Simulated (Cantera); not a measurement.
Reactions in the system C-N-O-Ta

Standard-state values (1 bar) from the NASA 1993 polynomials, evaluated with Cantera. Values are per mole of reaction as written; species without (g) are pure solids or liquids, kept so even where they would boil at 1 bar. TaC: taken at fixed stoichiometry.

Ta + CO2(g) → 2 O(g) + TaC

```csv
T (K),ΔH° (kJ),ΔS° (J/K),ΔG° (kJ),log10 K
300,747.8,109.4,715.0,-124.49
1098,758.7,128.4,617.8,-29.39
1173,759.5,129.0,608.1,-27.08
1248,760.2,129.6,598.4,-25.05
1323,761.0,130.2,588.7,-23.24
1398,761.7,130.7,578.9,-21.63
1473,762.4,131.2,569.1,-20.18
1548,763.1,131.7,559.2,-18.87
1623,763.8,132.1,549.3,-17.68
1698,764.5,132.5,539.4,-16.59
```

3 TaO2(g) + 2 N2O(g) → 4 NO2(g) + 3 Ta

```json
[
 {"T (K)": "300", "ΔH° (kJ)": "576.1", "ΔS° (J/K)": "-195.6", "ΔG° (kJ)": "634.8", "log10 K": "-110.53"},
 {"T (K)": "1098", "ΔH° (kJ)": "587.5", "ΔS° (J/K)": "-178.1", "ΔG° (kJ)": "783.0", "log10 K": "-37.25"},
 {"T (K)": "1173", "ΔH° (kJ)": "589.0", "ΔS° (J/K)": "-176.8", "ΔG° (kJ)": "796.3", "log10 K": "-35.46"},
 {"T (K)": "1248", "ΔH° (kJ)": "590.5", "ΔS° (J/K)": "-175.5", "ΔG° (kJ)": "809.6", "log10 K": "-33.88"},
 {"T (K)": "1323", "ΔH° (kJ)": "592.1", "ΔS° (J/K)": "-174.3", "ΔG° (kJ)": "822.7", "log10 K": "-32.48"},
 {"T (K)": "1398", "ΔH° (kJ)": "593.8", "ΔS° (J/K)": "-173.0", "ΔG° (kJ)": "835.7", "log10 K": "-31.22"},
 {"T (K)": "1473", "ΔH° (kJ)": "595.5", "ΔS° (J/K)": "-171.8", "ΔG° (kJ)": "848.6", "log10 K": "-30.09"},
 {"T (K)": "1548", "ΔH° (kJ)": "597.3", "ΔS° (J/K)": "-170.7", "ΔG° (kJ)": "861.5", "log10 K": "-29.07"},
 {"T (K)": "1623", "ΔH° (kJ)": "599.2", "ΔS° (J/K)": "-169.5", "ΔG° (kJ)": "874.2", "log10 K": "-28.14"},
 {"T (K)": "1698", "ΔH° (kJ)": "601.1", "ΔS° (J/K)": "-168.3", "ΔG° (kJ)": "886.9", "log10 K": "-27.28"}
]
```

3 Ta2O5 → 6 TaO2(g) + O3(g)

```tsv
T (K)	ΔH° (kJ)	ΔS° (J/K)	ΔG° (kJ)	log10 K
300	5074.6	1490.5	4627.5	-805.70
1098	4966.4	1322.9	3513.8	-167.16
1173	4954.0	1312.0	3415.0	-152.07
1248	4941.4	1301.7	3317.0	-138.83
1323	4928.6	1291.7	3219.7	-127.12
1398	4915.7	1282.2	3123.2	-116.69
1473	4902.6	1273.0	3027.4	-107.35
1548	4889.4	1264.3	2932.2	-98.94
1623	4876.1	1255.9	2837.7	-91.33
1698	4862.7	1247.8	2743.8	-84.41
```
